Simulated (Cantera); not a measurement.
Cantera run:

```python
import numpy as np
import cantera as ct

gas_names = """
    CL CL2 H HCL H2 N NH NH2 NH3 N2 N2H2 N2H4 Na NaCL NaH Na2 Na2CL2
""".split()
cond_names = """
    NH4CL(a) NH4CL(b) Na(cr) Na(L) NaCL(s) NaCL(L)
""".split()


def load(file, names, dense=False):
    # The tables refer to 1 bar. Condensed volumes are neglected.
    table = {s.name: s for s in ct.Species.list_from_file(file)}
    out = []
    for n in names:
        d = dict(table[n].input_data)
        d["thermo"] = dict(d["thermo"], **{"reference-pressure": 1e5})
        if dense:
            d["equation-of-state"] = {"model": "constant-volume", "density": "1e6 g/cm^3"}
        out.append(ct.Species.from_dict(d))
    return out


gas = ct.Solution(thermo="ideal-gas", species=load("nasa_gas.yaml", gas_names))
cond = {s.name: ct.Solution(thermo="fixed-stoichiometry", species=[s], name=s.name)
        for s in load("nasa_condensed.yaml", cond_names, dense=True)}
atoms = {
    'NaCl': {'Na': 1, 'CL': 1},
    'H2': {'H': 2},
    'N2': {'N': 2},
}
top_T = {}  # K; cautious upper limits of use, not melting points


def equilibrate(T, P, feed):
    n = {}
    for name, mol in feed.items():
        for a, k in atoms[name].items():
            n[a] = n.get(a, 0.0) + k * mol
    gas.TPX = T, P, n
    mass = sum(n.values()) * gas.mean_molecular_weight
    gas.equilibrate("TP")
    valid = [c for c in cond.values() if c.min_temp <= T <= top_T.get(c.name, c.max_temp)]
    mix = ct.Mixture([(gas, mass / gas.mean_molecular_weight)] + [(c, 0.0) for c in valid])
    mix.T, mix.P = T, P
    mix.equilibrate("TP", solver="vcs", rtol=1e-11, max_steps=5000)
    return mix


results = []
feed = {'NaCl': 1, 'H2': 13, 'N2': 110}  # mol
P = 7.8  # Pa
for T in [723, 823, 923, 1023, 1123, 1223, 1323]:
    mix = equilibrate(T, P, feed)
    results.append((T, P, feed, dict(zip(mix.species_names, mix.species_moles))))

top = {s: max(r[3][s] / sum(r[3][g] for g in gas_names) for r in results) for s in gas_names}
cols = sorted((s for s in top if top[s] > 1e-06), key=lambda s: -top[s])[:8]
seen = [c for c in cond_names if any(r[3].get(c, 0) > 1e-12 for r in results)]
print("log10 of partial pressures in bar; condensed amounts in mol")
print(f"{'T/K':>10s}" + "".join(f"{s[:9]:>10s}" for s in cols + seen))
for T, P, feed, n in results:
    ng = sum(n[g] for g in gas_names)
    print(f"{T:10.4g}" + "".join(f"{np.log10(max(n[s] / ng * P / 1e5, 1e-99)):10.3f}" for s in cols)
          + "".join(f"{n.get(c, 0):10.4g}" for c in seen))
```

It prints:

```
log10 of partial pressures in bar; condensed amounts in mol
       T/K        N2        H2      NaCL        Na       HCL    Na2CL2         H   NaCL(s)
       723    -4.156    -5.084    -8.610   -11.491   -11.491    -9.427   -15.616    0.9949
       823    -4.158    -5.085    -6.666    -9.661    -9.661    -7.293   -13.677    0.4966
       923    -4.160    -5.087    -6.226    -8.769    -8.769    -7.782   -12.155         0
      1023    -4.160    -5.088    -6.208    -8.219    -8.219    -8.843   -10.927         0
      1123    -4.160    -5.088    -6.213    -7.777    -7.777    -9.753    -9.915         0
      1223    -4.160    -5.089    -6.229    -7.413    -7.413   -10.534    -9.066         0
      1323    -4.160    -5.090    -6.258    -7.113    -7.113   -11.226    -8.345         0
```

Method: chemical equilibrium by Gibbs-energy minimisation in Cantera with the NASA 1993 tables (ideal gas, pure condensed phases).
